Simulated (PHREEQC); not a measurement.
K2CO3 is added in steps, without added water, to 1 kg of water holding 0.0012 mol CdSO4, 0.018 mol NaOH and 0.27 mol H2SO4, at 25 °C. O2 is buffered at 0.21 atm. CO2 is held at log p = -3.4 (atm). Only these solids could form: Cd(OH)2, Otavite, Mirabilite, Nahcolite, Natron.

Base run: PHREEQC, ion-association model, wateq4f.dat. Each further column changes one thing. The table gives CO3-2 (mol/kgw).

```json
[
 {"K2CO3 added (mol)": "0", "base": "0", "diluted 100-fold with water": "0", "temperature from 25 to 20 °C": "0", "H2SO4 from 0.27 to 0.135 mol/kgw": "0", "no solid may form": "0"},
 {"K2CO3 added (mol)": "0.06075", "base": "0", "diluted 100-fold with water": "0.0332", "temperature from 25 to 20 °C": "0", "H2SO4 from 0.27 to 0.135 mol/kgw": "0", "no solid may form": "0"},
 {"K2CO3 added (mol)": "0.1215", "base": "0", "diluted 100-fold with water": "0.0821", "temperature from 25 to 20 °C": "0", "H2SO4 from 0.27 to 0.135 mol/kgw": "0", "no solid may form": "0"},
 {"K2CO3 added (mol)": "0.1822", "base": "0", "diluted 100-fold with water": "0.134", "temperature from 25 to 20 °C": "0", "H2SO4 from 0.27 to 0.135 mol/kgw": "0.0310", "no solid may form": "0"},
 {"K2CO3 added (mol)": "0.243", "base": "0", "diluted 100-fold with water": "0.188", "temperature from 25 to 20 °C": "0", "H2SO4 from 0.27 to 0.135 mol/kgw": "0.0776", "no solid may form": "0"},
 {"K2CO3 added (mol)": "0.3038", "base": "0.0222", "diluted 100-fold with water": "0.243", "temperature from 25 to 20 °C": "0.0212", "H2SO4 from 0.27 to 0.135 mol/kgw": "0.128", "no solid may form": "0.0216"},
 {"K2CO3 added (mol)": "0.3645", "base": "0.0678", "diluted 100-fold with water": "0.299", "temperature from 25 to 20 °C": "0.0660", "H2SO4 from 0.27 to 0.135 mol/kgw": "0.180", "no solid may form": "0.0669"},
 {"K2CO3 added (mol)": "0.4455", "base": "0.135", "diluted 100-fold with water": "0.374", "temperature from 25 to 20 °C": "0.132", "H2SO4 from 0.27 to 0.135 mol/kgw": "0.252", "no solid may form": "0.134"},
 {"K2CO3 added (mol)": "0.5062", "base": "0.187", "diluted 100-fold with water": "0.430", "temperature from 25 to 20 °C": "0.184", "H2SO4 from 0.27 to 0.135 mol/kgw": "0.307", "no solid may form": "0.186"},
 {"K2CO3 added (mol)": "0.567", "base": "0.240", "diluted 100-fold with water": "0.487", "temperature from 25 to 20 °C": "0.237", "H2SO4 from 0.27 to 0.135 mol/kgw": "0.362", "no solid may form": "0.239"},
 {"K2CO3 added (mol)": "0.6278", "base": "0.295", "diluted 100-fold with water": "0.544", "temperature from 25 to 20 °C": "0.291", "H2SO4 from 0.27 to 0.135 mol/kgw": "0.418", "no solid may form": "0.294"},
 {"K2CO3 added (mol)": "0.6885", "base": "0.350", "diluted 100-fold with water": "0.602", "temperature from 25 to 20 °C": "0.345", "H2SO4 from 0.27 to 0.135 mol/kgw": "0.474", "no solid may form": "0.349"},
 {"K2CO3 added (mol)": "0.7492", "base": "0.405", "diluted 100-fold with water": "0.659", "temperature from 25 to 20 °C": "0.400", "H2SO4 from 0.27 to 0.135 mol/kgw": "0.530", "no solid may form": "0.404"},
 {"K2CO3 added (mol)": "0.81", "base": "0.461", "diluted 100-fold with water": "0.717", "temperature from 25 to 20 °C": "0.456", "H2SO4 from 0.27 to 0.135 mol/kgw": "0.587", "no solid may form": "0.460"}
]
```

The ionic strength passes 0.7 mol/kgw, the rough limit of the ion-association models, in part of: base; diluted 100-fold with water; temperature from 25 to 20 °C; H2SO4 from 0.27 to 0.135 mol/kgw; no solid may form. The database's cadmium carbonate complexes are estimates of doubtful size. In at least one series the solution becomes supersaturated in solids that the run did not let form, among them Cd(OH)2, Otavite.
